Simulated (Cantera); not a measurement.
An isothermal, constant-pressure homogeneous reactor starts with CO : O₂ : H₂O : N₂ = 0.0022 : 0.0073 : 0.01 : 1 (molar parts), equivalence ratio 0.15, at 875 K and 500000 Pa.

Model: GRI-Mech 3.0 (53 species, 325 reactions), integrated in Cantera.

Question: Predict: x(CO) at 20.0 s; x(O₂) at 20.0 s; x(H₂O) at 20.0 s; x(N₂O) at 20.0 s.

Answer: 
```
Item                                                 Value
----------------  ----------------------------------------
x(CO) at 20.0 s     0.00189 (gas-phase equilibrium <1e-12)
x(O₂) at 20.0 s    0.00703 (gas-phase equilibrium 0.00609)
x(H₂O) at 20.0 s   0.00981 (gas-phase equilibrium 0.00982)
x(N₂O) at 20.0 s  4.97e-9 (gas-phase equilibrium 2.96e-10)
```
